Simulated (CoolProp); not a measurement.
Vapour-liquid equilibrium of R124 (1) + R142b (2) at 1.22 MPa; x and y are mole fractions of (1).

Computed with CoolProp (multi-fluid Helmholtz-energy mixture model, de Vries 1995 and Lemmon 2006; pair parameters Bell 2016).

Q: Give the bubble temperature and the first vapour's composition at x = 0.275, 0.65, 0.875. Is there an azeotrope?

A: x = 0.275: 73.0 °C, y = 0.290; x = 0.65: 71.1 °C, y = 0.672; x = 0.875: 69.5 °C, y = 0.888. No azeotrope shows between x = 0.05 and 0.95.

The pair parameters rest on a limited set of measurements; away from them the model extrapolates.
